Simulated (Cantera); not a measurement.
Feed: 1 mol Al₂O₃, 3.2 mol H₂O, held at 2.50 bar.

Cantera equilibrium calculation (NASA polynomials, part measured and part estimated; ideal gas, pure solids and liquids). Candidate condensed phases: Al, Al₂O₃, H₂O; 19 gas species. Gases not in the tables: Al(OH)₃. Kinetics and transport are ignored. All values below are at 1573 K.

Base state: H₂O 1.000, H₂ 0.000274, O₂ 0.000123, OH 5.61e-5 (mole fractions); condensed: Al₂O₃(s).

**Question.** What changes in the equilibrium state with this change: pressure from 2.50 bar to 13.3 mbar?

**Answer.** 
| species | before | after |
|---|---|---|
| H₂O | 1.000 | 0.997 |
| H₂ | 0.000274 | 0.00156 |
| O₂ | 0.000123 | 0.000704 |
| H | 4.25e-7 | 1.39e-5 |
| OH | 5.61e-5 | 0.000321 |
| Al₂O₃(s), mol | 1.00 | 1.00 |
